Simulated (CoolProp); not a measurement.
Vapour pressure (MPa) of water: the reference equation beside estimates from Tc = 647.1 K, pc = 22.06 MPa, ω = 0.344.

Model: reference Helmholtz-energy equation of state, Wagner 2002, in CoolProp.

```tsv
T (K)	reference	Lee-Kesler	Peng-Robinson
404.2	0.2789	0.2654	0.2717
418.3	0.4174	0.4046	0.4102
432.4	0.6065	0.5967	0.6003
446.5	0.8584	0.8546	0.8545
460.6	1.187	1.192	1.187
474.7	1.606	1.624	1.612
488.8	2.133	2.167	2.148
502.9	2.784	2.836	2.811
517	3.579	3.650	3.621
531.2	4.545	4.635	4.605
```

Absolute difference from the reference over all 10 rows, mean and median: Lee-Kesler 1.9 and 1.7 %, Peng-Robinson 1.0 and 1.0 %.
